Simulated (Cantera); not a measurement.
A jet of 3.44 % CH4, 8.78 % O2, 87.8 % N2, equivalence ratio 0.78 at 300 K and 338 Torr hits a platinum plate 7.4 cm away at a mass flux of 0.089 kg/m²/s; the plate temperature is set and raised in steps from an oxygen-covered start.

Detailed kinetics in Cantera: Deutschmann's 1995 Pt surface mechanism with GRI-Mech 3.0 gas chemistry. Catalytic surfaces can have several steady states; this one follows from the mechanism file's or the stated starting coverage.

One state of this run: wall x CH4 = 0.00406; wall x O2 = 0.0234; wall x H2O = 0.0563; wall x OH = 1.51e-7; wall x CO = 2.83e-6; wall x CO2 = 0.0372; θ free Pt = 0.328; θ O* = 0.669; θ OH* = 0.00336. x: mole fraction at the wall; θ: surface coverage.

Which value of plate T (K) does it belong to?
A) 1050
B) 1250
C) 1200
D) 1000

D, 1000
